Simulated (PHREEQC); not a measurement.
Make-up at 20 °C: 0.53 mol HF and 1.2 mol KOH per kg of water. Closed to the air; pH follows from the charge balance.

Model: ion-association model, wateq4f.dat, run in PHREEQC.

```
quantity                  before  after
------------------------  ------  -----
pH                         13.77  12.09
ionic strength (mol/kgw)    1.20   1.20
```

### Question
Which change was made?
(A) KOH left out
(B) temperature from 20 to 15 °C
(C) HF from 0.53 to 0.053 mol/kgw
(D) HF from 0.53 to 0.106 mol/kgw
(E) temperature from 20 to 85 °C

### Answer
E, temperature from 20 to 85 °C

Precipitation was switched off in this run. The ionic strength passes 0.7 mol/kgw, the rough limit of the ion-association models, in every such run. At this temperature some constants are extrapolated from 25 °C, and those without enthalpy data are left unchanged.
